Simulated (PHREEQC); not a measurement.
## Brine

Consider water at 25 °C with 0.69 mol/kgw HCl and 0.39 mol/kgw K2SO4. Closed to the air; pH follows from the charge balance.

Equilibrium calculation in PHREEQC: Pitzer model, pitzer.dat.

The pH comes out as 0.45 and the ionic strength comes out as 1.29 mol/kgw. The activity of water is 0.964, the density is 1.053 g/cm³ and the osmotic coefficient comes out as 0.909. The total alkalinity is -690 meq/kg.

```json
[
 {"species": "K+", "molality": "0.780", "activity": "0.479", "log γ": "-0.211"},
 {"species": "Cl-", "molality": "0.690", "activity": "0.408", "log γ": "-0.229"},
 {"species": "H+", "molality": "0.404", "activity": "0.354", "log γ": "-0.057"},
 {"species": "HSO4-", "molality": "0.286", "activity": "0.163", "log γ": "-0.243"},
 {"species": "SO4-2", "molality": "0.104", "activity": "0.00483", "log γ": "-1.334"}
]
```

No solid was allowed to form. In brines, pH and single-ion activities rest on the MacInnes convention.
